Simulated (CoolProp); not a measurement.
R507A along the isobar 0.612 MPa: fugacity coefficient from the reference equation and from simpler models built on Tc = 343.8 K, pc = 3.705 MPa, ω = 0.286; each cubic takes its own stable root.

Computed with CoolProp (reference Helmholtz-energy equation of state, Lemmon 2003). It is a pseudo-pure fit of the blend.

| T (K) | phase | reference | van der Waals | Soave-Redlich-Kwong |
|---|---|---|---|---|
| 206.8 | liquid | 0.05793 | 0.4990 | 0.05760 |
| 225.3 | liquid | 0.1531 | 0.7675 | 0.1542 |
| 243.9 | liquid | 0.3374 | 0.8906 | ? |
| 262.4 | liquid | 0.6404 | 0.9075 | 0.6579 |
| 299.6 | gas | 0.9040 | 0.9321 | 0.9126 |
| 318.1 | gas | 0.9223 | 0.9411 | 0.9279 |
| 336.7 | gas | 0.9363 | 0.9486 | ? |
| 355.2 | gas | 0.9472 | 0.9549 | ? |
| 373.8 | gas | ? | 0.9602 | 0.9585 |
| 392.4 | gas | ? | 0.9648 | 0.9653 |
| 410.9 | gas | 0.9686 | 0.9686 | 0.9710 |
| 429.5 | gas | 0.9733 | 0.9720 | 0.9757 |
| 448 | gas | 0.9773 | 0.9749 | 0.9797 |

Question: Complete the blanks.

Answer: 
- 243.9, Soave-Redlich-Kwong: 0.3437
- 336.7, Soave-Redlich-Kwong: 0.9402
- 355.2, Soave-Redlich-Kwong: 0.9502
- 373.8, reference: 0.9559
- 392.4, reference: 0.9629

At some of these states van der Waals gives the other phase, because its saturation line lies elsewhere.
